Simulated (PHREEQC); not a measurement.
TMAH is added in steps, without added water, to 1 kg of water holding 0.0012 mol/kgw CuCl2 and 0.046 mol/kgw H2SO4, at 25 °C. Oxygen is held at 0.21 atm. The system is closed to CO2. Precipitation was switched off in this run.

Base run: PHREEQC, ion-association model, wateq4f.dat. Each further column changes one thing. The table gives Cu+2 (mol/kgw).

```
TMAH added (mol)      base  metal-ligand complexes left out  Debye-Hückel limiting law  all activity coefficients set to 1
----------------  --------  -------------------------------  -------------------------  ----------------------------------
0                 0.000817                          0.00120                   0.000970                            0.000483
0.011             0.000791                          0.00120                   0.000962                            0.000437
0.02475           0.000756                          0.00120                   0.000952                            0.000374
0.03575           0.000725                          0.00120                        [?]                            0.000321
0.0495            0.000686                          0.00120                        [?]                            0.000256
0.0605            0.000654                          0.00120                   0.000937                                 [?]
0.07425           0.000617                          0.00120                   0.000935                            0.000161
0.08525           0.000589                          0.00120                   0.000936                                 [?]
0.099             1.44e-12                         1.44e-12                   3.93e-12                            2.69e-13
0.11              1.19e-13                         1.19e-13                   3.39e-13                            2.16e-14
```

**Question.** Complete the blanks.

**Answer.** 
- 0.03575, Debye-Hückel limiting law: 0.000946
- 0.0495, Debye-Hückel limiting law: 0.000940
- 0.0605, all activity coefficients set to 1: 0.000209
- 0.08525, all activity coefficients set to 1: 0.000132

In at least one series the solution becomes supersaturated in solids that the run did not let form, among them Cu(OH)2, Brochantite, Antlerite, Atacamite. (CH3)4N+ isn't in the database: it is added as a free cation with an ion size of 4 Å. The database's constant for dissolved Cu(OH)2 is higher than later reviews accept.
